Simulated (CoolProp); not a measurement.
Values from CoolProp's reference Helmholtz-energy equation of state, Lemmon 2006. It is a short technical equation, of lower accuracy than the large ones.

Q: Give the vapour pressure (MPa), vapour density (kg/m³), enthalpy of vaporisation (kJ/kg), liquid cp (kJ/(kg K)) of saturated nitrous oxide at -30.75, -12.65, -9.65 °C.

A: 
```csv
T (°C),p (MPa),vapour density (kg/m³),enthalpy of vaporisation (kJ/kg),liquid cp (kJ/(kg K))
-30.75,1.29,33.2,296,1.90
-12.65,2.22,58.5,262,2.06
-9.65,2.42,64.0,255,2.10
```
